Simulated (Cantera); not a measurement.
An isothermal, constant-pressure homogeneous reactor starts with H2 : O2 : N2 = 0.48 : 1 : 1.5 (molar parts), equivalence ratio 0.24, at 1200 K and 0.720 bar.

Model: GRI-Mech 3.0 (53 species, 325 reactions), integrated in Cantera. The temperature is held fixed by assumption; the heat of reaction is taken as removed at once.

x: mole fraction; the columns are a selection and need not sum to one.

```json
[
 {"t (s)": "2.00e-6", "x H2": "0.161", "x O2": "0.336", "x N2O": "<1e-12", "x O": "1.51e-9", "x H2O2": "3.93e-12", "x H": "5.48e-9"},
 {"t (s)": "1.00e-5", "x H2": "0.161", "x O2": "0.336", "x N2O": "<1e-12", "x O": "8.07e-8", "x H2O2": "1.45e-10", "x H": "1.99e-7"},
 {"t (s)": "5.02e-5", "x H2": "0.0339", "x O2": "0.279", "x N2O": "2.11e-8", "x O": "0.0140", "x H2O2": "1.77e-5", "x H": "0.0254"},
 {"t (s)": "0.000252", "x H2": "0.000567", "x O2": "0.277", "x N2O": "7.95e-8", "x O": "0.000159", "x H2O2": "3.40e-6", "x H": "1.65e-5"},
 {"t (s)": "0.00126", "x H2": "3.29e-5", "x O2": "0.277", "x N2O": "8.72e-8", "x O": "9.38e-6", "x H2O2": "5.10e-7", "x H": "2.59e-7"},
 {"t (s)": "0.00632", "x H2": "6.79e-7", "x O2": "0.277", "x N2O": "8.98e-8", "x O": "9.05e-7", "x H2O2": "8.18e-8", "x H": "5.55e-9"},
 {"t (s)": "0.0317", "x H2": "3.74e-8", "x O2": "0.277", "x N2O": "9.05e-8", "x O": "1.39e-7", "x H2O2": "1.48e-8", "x H": "3.11e-10"},
 {"t (s)": "0.159", "x H2": "?", "x O2": "0.277", "x N2O": "8.75e-8", "x O": "?", "x H2O2": "?", "x H": "3.39e-11"},
 {"t (s)": "0.796", "x H2": "5.04e-9", "x O2": "0.277", "x N2O": "?", "x O": "1.58e-8", "x H2O2": "1.89e-9", "x H": "1.67e-11"},
 {"t (s)": "3.99", "x H2": "5.02e-9", "x O2": "0.277", "x N2O": "2.65e-8", "x O": "1.57e-8", "x H2O2": "1.88e-9", "x H": "1.66e-11"},
 {"t (s)": "20.0", "x H2": "5.01e-9", "x O2": "0.277", "x N2O": "9.36e-9", "x O": "1.57e-8", "x H2O2": "1.88e-9", "x H": "1.66e-11"}
]
```

Q: Some entries are withheld; supply them.

A: 
- 0.159, x H2: 7.78e-9
- 0.159, x O: 2.94e-8
- 0.159, x H2O2: 3.39e-9
- 0.796, x N2O: 7.03e-8
